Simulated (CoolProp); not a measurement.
Vapour-liquid equilibrium of R134a (1) + R141b (2) at 0.198 MPa; x and y are mole fractions of (1).

Computed with CoolProp (multi-fluid Helmholtz-energy mixture model, Tillner-Roth 1994 and Lemmon 2006; pair parameters Bell 2016).

```tsv
x	bubble temperature, mixture model (K)	bubble temperature, Raoult's law (K)	y, mixture model	y, Raoult's law
0.05	___	316.8	0.342	0.282
0.15	296.7	303.5	0.662	0.590
0.25	___	294.1	0.792	0.744
0.35	___	287.0	0.857	0.832
0.45	275.7	281.4	0.894	0.888
0.55	272.5	276.8	0.919	0.925
0.65	___	272.9	0.938	0.951
0.75	267.8	269.5	0.954	0.970
0.85	265.9	266.6	0.971	0.984
0.95	263.9	264.0	___	0.995
```

Question: Fill in the missing entries.

Answer: 
- 0.05, bubble temperature, mixture model (K): 313.4
- 0.25, bubble temperature, mixture model (K): 286.7
- 0.35, bubble temperature, mixture model (K): 280.2
- 0.65, bubble temperature, mixture model (K): 270.0
- 0.95, y, mixture model: 0.989

The largest gap from Raoult's law is -7.4 K in bubble temperature, at x = 0.25. No azeotrope shows between x = 0.05 and 0.95.

Pair parameters are fitted to limited data, so mixtures are less certain than the pure fluids.
